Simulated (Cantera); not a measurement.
An adiabatic, constant-volume homogeneous reactor starts with H2 : O2 : N2 = 1 : 0.417 : 1.57 (molar parts), at 1050 K and 1000000 Pa. Integrator tolerance rtol = 1e-08.

Cantera simulation using GRI-Mech 3.0 (53 species, 325 reactions); the numbers are that mechanism's predictions, not measurements. The hydrogen kinetics of GRI-Mech 3.0 are dated; newer H2 mechanisms differ, most at raised pressure. Above 3000 K some thermodynamic fits are extrapolated.

Task: What does this change do: H2 1 to 0.55 parts?

Result: 
| quantity | before | after |
|---|---|---|
| time of steepest temperature rise | 2.39 ms | 3.11 ms |
| temperature at 2.00 s | 3132 K | 2777 K |
| equilibrium temperature | 3132 K | 2777 K |
| x(H2) at 2.00 s | 0.0775 (gas-phase equilibrium 0.0775) | 0.00415 (gas-phase equilibrium 0.00415) |
| x(O2) at 2.00 s | 0.00250 (gas-phase equilibrium 0.00250) | 0.0514 (gas-phase equilibrium 0.0514) |
| x(N2O) at 2.00 s | 1.35e-6 (gas-phase equilibrium 1.35e-6) | 4.16e-6 (gas-phase equilibrium 4.16e-6) |
| x(H2O2) at 2.00 s | 1.55e-6 (gas-phase equilibrium 1.55e-6) | 3.05e-6 (gas-phase equilibrium 3.05e-6) |
| x(NO) at 2.00 s | 0.00530 (gas-phase equilibrium 0.00530) | 0.0164 (gas-phase equilibrium 0.0164) |
| x(OH) at 2.00 s | 0.0173 (gas-phase equilibrium 0.0173) | 0.0152 (gas-phase equilibrium 0.0152) |
| x(HO2) at 2.00 s | 7.38e-6 (gas-phase equilibrium 7.38e-6) | 3.18e-5 (gas-phase equilibrium 3.18e-5) |

Task: What does this change do: initial temperature 1050 to 1700 K?

Result: 
```tsv
quantity	before	after
time of steepest temperature rise	2.39 ms	0.759 µs
temperature at 2.00 s	3132 K	3313 K
equilibrium temperature	3132 K	3313 K
x(H2) at 2.00 s	0.0775 (gas-phase equilibrium 0.0775)	0.0908 (gas-phase equilibrium 0.0908)
x(O2) at 2.00 s	0.00250 (gas-phase equilibrium 0.00250)	0.00597 (gas-phase equilibrium 0.00597)
x(N2O) at 2.00 s	1.35e-6 (gas-phase equilibrium 1.35e-6)	2.02e-6 (gas-phase equilibrium 2.02e-6)
x(H2O2) at 2.00 s	1.55e-6 (gas-phase equilibrium 1.55e-6)	2.16e-6 (gas-phase equilibrium 2.16e-6)
x(NO) at 2.00 s	0.00530 (gas-phase equilibrium 0.00530)	0.00976 (gas-phase equilibrium 0.00976)
x(OH) at 2.00 s	0.0173 (gas-phase equilibrium 0.0173)	0.0312 (gas-phase equilibrium 0.0312)
x(HO2) at 2.00 s	7.38e-6 (gas-phase equilibrium 7.38e-6)	1.59e-5 (gas-phase equilibrium 1.59e-5)
```

Task: What does this change do: constant pressure in place of constant volume?

Result: 
| quantity | before | after |
|---|---|---|
| time of steepest temperature rise | 2.39 ms | 2.56 ms |
| temperature at 2.00 s | 3132 K | 2863 K |
| equilibrium temperature | 3132 K | 2863 K |
| x(H2) at 2.00 s | 0.0775 (gas-phase equilibrium 0.0775) | 0.0713 (gas-phase equilibrium 0.0713) |
| x(O2) at 2.00 s | 0.00250 (gas-phase equilibrium 0.00250) | 0.00140 (gas-phase equilibrium 0.00140) |
| x(N2O) at 2.00 s | 1.35e-6 (gas-phase equilibrium 1.35e-6) | 4.45e-7 (gas-phase equilibrium 4.45e-7) |
| x(H2O2) at 2.00 s | 1.55e-6 (gas-phase equilibrium 1.55e-6) | 4.99e-7 (gas-phase equilibrium 4.99e-7) |
| x(NO) at 2.00 s | 0.00530 (gas-phase equilibrium 0.00530) | 0.00287 (gas-phase equilibrium 0.00287) |
| x(OH) at 2.00 s | 0.0173 (gas-phase equilibrium 0.0173) | 0.0109 (gas-phase equilibrium 0.0109) |
| x(HO2) at 2.00 s | 7.38e-6 (gas-phase equilibrium 7.38e-6) | 2.35e-6 (gas-phase equilibrium 2.35e-6) |
